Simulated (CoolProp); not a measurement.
Saturated liquid density (kg/m³) of diethyl ether: the reference equation beside estimates from Tc = 194.7 °C, pc = 3.717 MPa, ω = 0.282.

Values from CoolProp's reference Helmholtz-energy equation of state, Thol 2014.

| T (°C) | reference | Soave-Redlich-Kwong | Peng-Robinson |
|---|---|---|---|
| 27.25 | 705.2 | 644.5 | 728.3 |
| 30.05 | 701.9 | 641.5 | 725.0 |
| 32.75 | 698.7 | … | … |
| 35.55 | 695.4 | 635.3 | 718.3 |
| 38.35 | 692.1 | 632.1 | 714.8 |
| 41.15 | 688.7 | 628.8 | 711.3 |
| 43.85 | 685.4 | … | 707.8 |
| 46.65 | 682.0 | … | 704.1 |
| 49.45 | 678.5 | 618.8 | 700.4 |
| 52.25 | 675.0 | … | 696.6 |
| 54.95 | 671.6 | 612.0 | 692.9 |
| 57.75 | 668.1 | 608.4 | 688.9 |

Question: Fill in the missing entries.

Answer: 
- 32.75, Soave-Redlich-Kwong: 638.4
- 32.75, Peng-Robinson: 721.7
- 43.85, Soave-Redlich-Kwong: 625.6
- 46.65, Soave-Redlich-Kwong: 622.3
- 52.25, Soave-Redlich-Kwong: 615.4

Absolute difference from the reference over all 12 rows, mean and median: Soave-Redlich-Kwong 8.7 and 8.7 %, Peng-Robinson 3.2 and 3.3 %.
